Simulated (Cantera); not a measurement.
What does this Cantera script print?

```python
import numpy as np
import cantera as ct

gas_names = """
    CL CL2 N N2 Si SiCL SiCL2 SiCL3 SiCL4 SiN Si2 Si2N Si3
""".split()
cond_names = """
    Si(cr) Si(L) Si3N4(a)
""".split()


def load(file, names, dense=False):
    # The tables refer to 1 bar. Condensed volumes are neglected.
    table = {s.name: s for s in ct.Species.list_from_file(file)}
    out = []
    for n in names:
        d = dict(table[n].input_data)
        d["thermo"] = dict(d["thermo"], **{"reference-pressure": 1e5})
        if dense:
            d["equation-of-state"] = {"model": "constant-volume", "density": "1e6 g/cm^3"}
        out.append(ct.Species.from_dict(d))
    return out


gas = ct.Solution(thermo="ideal-gas", species=load("nasa_gas.yaml", gas_names))
cond = {s.name: ct.Solution(thermo="fixed-stoichiometry", species=[s], name=s.name)
        for s in load("nasa_condensed.yaml", cond_names, dense=True)}
atoms = {
    'SiCl4': {'Si': 1, 'CL': 4},
    'N2': {'N': 2},
}
top_T = {'Si3N4(a)': 2400}  # K; cautious upper limits of use, not melting points


def equilibrate(T, P, feed):
    n = {}
    for name, mol in feed.items():
        for a, k in atoms[name].items():
            n[a] = n.get(a, 0.0) + k * mol
    gas.TPX = T, P, n
    mass = sum(n.values()) * gas.mean_molecular_weight
    gas.equilibrate("TP")
    valid = [c for c in cond.values() if c.min_temp <= T <= top_T.get(c.name, c.max_temp)]
    mix = ct.Mixture([(gas, mass / gas.mean_molecular_weight)] + [(c, 0.0) for c in valid])
    mix.T, mix.P = T, P
    mix.equilibrate("TP", solver="vcs", rtol=1e-11, max_steps=5000)
    return mix


results = []
feed = {'SiCl4': 1, 'N2': 18}  # mol
P = 22  # Pa
for T in [1573, 1623, 1673, 1723, 1773, 1823, 1873, 1923, 1973, 2023, 2073, 2123]:
    mix = equilibrate(T, P, feed)
    results.append((T, P, feed, dict(zip(mix.species_names, mix.species_moles))))

top = {s: max(r[3][s] / sum(r[3][g] for g in gas_names) for r in results) for s in gas_names}
cols = sorted((s for s in top if top[s] > 1e-06), key=lambda s: -top[s])[:6]
seen = [c for c in cond_names if any(r[3].get(c, 0) > 1e-12 for r in results)]
print("log10 of partial pressures in bar; condensed amounts in mol")
print(f"{'T/K':>10s}" + "".join(f"{s[:9]:>10s}" for s in cols + seen))
for T, P, feed, n in results:
    ng = sum(n[g] for g in gas_names)
    print(f"{T:10.4g}" + "".join(f"{np.log10(max(n[s] / ng * P / 1e5, 1e-99)):10.3f}" for s in cols)
          + "".join(f"{n.get(c, 0):10.4g}" for c in seen))
```

It prints:

```
log10 of partial pressures in bar; condensed amounts in mol
       T/K        N2        CL     SiCL2     SiCL4        Si     SiCL3
      1573    -3.705    -4.936    -5.345    -5.412   -12.243    -5.589
      1623    -3.713    -4.808    -5.177    -5.738   -11.438    -5.642
      1673    -3.719    -4.737    -5.077    -6.199   -10.641    -5.797
      1723    -3.722    -4.704    -5.026    -6.748    -9.864    -6.024
      1773    -3.723    -4.691    -5.003    -7.323    -9.121    -6.278
      1823    -3.724    -4.684    -4.993    -7.891    -8.417    -6.537
      1873    -3.724    -4.681    -4.989    -8.439    -7.752    -6.789
      1923    -3.725    -4.676    -4.991    -8.962    -7.129    -7.034
      1973    -3.726    -4.666    -5.004    -9.458    -6.559    -7.270
      2023    -3.729    -4.642    -5.040    -9.924    -6.070    -7.505
      2073    -3.734    -4.599    -5.118   -10.371    -5.688    -7.752
      2123    -3.741    -4.545    -5.258   -10.835    -5.417    -8.038
```

Equilibrium computed with Cantera from the NASA thermochemical tables; the gas is ideal and each condensed phase is pure. The tables' values for SiCl3, SiCl, SiN are old estimates; treat these amounts as uncertain.
